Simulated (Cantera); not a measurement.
What does this Cantera script print?

```python
import numpy as np
import cantera as ct

gas_names = [...]  # 47 gases of nasa_gas.yaml made of Cl, H, N, O, Si
cond_names = """
    H2O(s) H2O(L) NH4CL(a) NH4CL(b) Si(cr) Si(L) SiO2(Lqz) SiO2(hqz) SiO2(L) Si2N2O(s) Si3N4(a)
""".split()


# ... load() reads the species with a 1 bar reference pressure and builds the phases ...
atoms = {
    'SiCl4': {'Si': 1, 'CL': 4},
    'NO': {'N': 1, 'O': 1},
    'H2': {'H': 2},
    'O3': {'O': 3},
}
top_T = {'Si2N2O(s)': 2100, 'Si3N4(a)': 2400}  # K; cautious upper limits of use, not melting points


# ... equilibrate(T, P, feed) seeds the gas with the atoms and calls Mixture.equilibrate('TP', solver="vcs", rtol=1e-11, max_steps=5000) ...
results = []
feed = {'SiCl4': 1, 'NO': 0.23, 'H2': 6.9, 'O3': 0.7}  # mol
P = 13332.2  # Pa
for T in [1148, 1198, 1248, 1298, 1348, 1398, 1448, 1498, 1548, 1598, 1648, 1698, 1748]:
    mix = equilibrate(T, P, feed)
    results.append((T, P, feed, dict(zip(mix.species_names, mix.species_moles))))

top = {s: max(r[3][s] / sum(r[3][g] for g in gas_names) for r in results) for s in gas_names}
cols = sorted((s for s in top if top[s] > 1e-06), key=lambda s: -top[s])[:8]
seen = [c for c in cond_names if any(r[3].get(c, 0) > 1e-12 for r in results)]
print("log10 of partial pressures in bar; condensed amounts in mol")
print(f"{'T/K':>10s}" + "".join(f"{s[:9]:>10s}" for s in cols + seen))
for T, P, feed, n in results:
    ng = sum(n[g] for g in gas_names)
    print(f"{T:10.4g}" + "".join(f"{np.log10(max(n[s] / ng * P / 1e5, 1e-99)):10.3f}" for s in cols)
          + "".join(f"{n.get(c, 0):10.4g}" for c in seen))
```

Result:

```
log10 of partial pressures in bar; condensed amounts in mol
       T/K        H2       HCL       H2O        N2         H        CL       SiO        OH SiO2(hqz)   SiO2(L)
      1148    -1.170    -1.228    -2.312    -2.769    -7.730    -7.843   -13.447   -11.095         1         0
      1198    -1.170    -1.228    -2.312    -2.769    -7.306    -7.426   -12.405   -10.550         1         0
      1248    -1.170    -1.228    -2.312    -2.769    -6.916    -7.041   -11.450   -10.048         1         0
      1298    -1.170    -1.228    -2.312    -2.769    -6.555    -6.687   -10.569    -9.585         1         0
      1348    -1.170    -1.228    -2.312    -2.769    -6.221    -6.358    -9.756    -9.155         1         0
      1398    -1.170    -1.228    -2.312    -2.769    -5.910    -6.052    -9.002    -8.757         1         0
      1448    -1.170    -1.228    -2.312    -2.769    -5.620    -5.767    -8.302    -8.385         1         0
      1498    -1.170    -1.228    -2.312    -2.769    -5.350    -5.501    -7.650    -8.039         1         0
      1548    -1.170    -1.228    -2.312    -2.769    -5.097    -5.252    -7.041    -7.714         1         0
      1598    -1.170    -1.228    -2.312    -2.769    -4.859    -5.019    -6.471    -7.410         1         0
      1648    -1.170    -1.228    -2.312    -2.769    -4.635    -4.799    -5.938    -7.124    0.9999         0
      1698    -1.170    -1.228    -2.311    -2.769    -4.425    -4.592    -5.437    -6.855         0    0.9998
      1748    -1.170    -1.228    -2.311    -2.770    -4.226    -4.397    -4.973    -6.601         0    0.9993
```

These are equilibrium values from Cantera (NASA tables, ideal gas, pure condensed phases), not measurements of a reactor. The tables hold silica as quartz up to 1696 K and as liquid above; real silica turns to tridymite and cristobalite and melts near 1996 K.
